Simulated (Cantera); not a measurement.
Mixture: 23.8 % CO, 1.93 % H2, 0.975 % CH4, 14.8 % O2, 55.7 % N2, 2.85 % H2O, at 1.00 bar, adiabatic and at constant pressure. Ignition delay is the time to a rise of 400 K.

Computed with Cantera and GRI-Mech 3.0 (53 species, 325 reactions). Below about 1000 K GRI-Mech 3.0 lacks low-temperature oxidation paths. Where the delays flatten at high temperature, the 400 K rule measures the pace of heat release, not the induction time.

Q: Predict: delay at 950 K; delay at 1050 K; delay at 1150 K; delay at 1250 K; delay at 1350 K; delay at 1450 K; delay at 1550 K.

A: 
```json
{
  "delay at 950 K": "8.88 ms",
  "delay at 1050 K": "0.904 ms",
  "delay at 1150 K": "0.274 ms",
  "delay at 1250 K": "0.144 ms",
  "delay at 1350 K": "96.3 µs",
  "delay at 1450 K": "73.2 µs",
  "delay at 1550 K": "61.0 µs"
}
```
